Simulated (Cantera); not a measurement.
Input: 1 mol Si2Cl6, 31 mol NH3, 9.7 mol H2, held at 13000 Pa.

Equilibrium computed with Cantera from the NASA thermochemical tables; the gas is ideal and each condensed phase is pure. Candidate condensed phases: NH4Cl, Si, Si3N4; 28 gas species. The feed counts by its element totals alone. The tables' values for SiCl3 are old estimates; treat these amounts as uncertain. Equilibrium is a limit: real reactors are often held back by kinetics, nucleation or transport. All values below are at 1498 K.

Base state: H2 0.725, N2 0.193, HCl 0.0807, SiCl2 0.000428, H 4.06e-5, SiCl3 3.69e-5, SiCl4 1.02e-5 (mole fractions); condensed: Si3N4(s).

### Question
What changes in the equilibrium state with this change: NH3 from 31 to 2.8 mol?

### Answer
| species | before | after |
|---|---|---|
| H2 | 0.725 | 0.675 |
| HCl | 0.0807 | 0.267 |
| N2 | 0.193 | 0.0253 |
| SiCl2 | 0.000428 | 0.0195 |
| SiCl4 | 1.02e-5 | 0.00544 |
| SiCl3 | 3.69e-5 | 0.00577 |
| SiHCl3 | 9.39e-6 | 0.00142 |
| SiH2Cl2 | 1.38e-6 | 5.85e-5 |
| Si3N4(s), mol | 0.655 | 0.482 |
